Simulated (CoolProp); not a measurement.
Dimethyl ether along the isotherm 458.6 K: fugacity coefficient from the reference equation and from simpler models built on Tc = 400.4 K, pc = 5.337 MPa, ω = 0.196; each cubic takes its own stable root.

Values from CoolProp's reference Helmholtz-energy equation of state, Wu 2011.

```json
[
 {"p (MPa)": "0.334", "phase": "gas", "reference": "0.9855"},
 {"p (MPa)": "0.667", "phase": "gas", "reference": "0.9711"},
 {"p (MPa)": "1", "phase": "gas", "reference": "0.9570"},
 {"p (MPa)": "1.33", "phase": "gas", "reference": "0.9431"},
 {"p (MPa)": "1.67", "phase": "gas", "reference": "0.9289"},
 {"p (MPa)": "2", "phase": "gas", "reference": "0.9154"},
 {"p (MPa)": "2.33", "phase": "gas", "reference": "0.9019"},
 {"p (MPa)": "2.67", "phase": "gas", "reference": "0.8882"}
]
```

Q: How far does each simpler model (van der Waals, Peng-Robinson) lie from the reference over these 8 states: mean and median of the absolute difference, and the worst?

A: 
- van der Waals: mean 0.5 %, median 0.5 %, worst +0.8 % at 458.6 K and 2.67 MPa
- Peng-Robinson: mean 0.4 %, median 0.4 %, worst -0.8 % at 458.6 K and 2.67 MPa
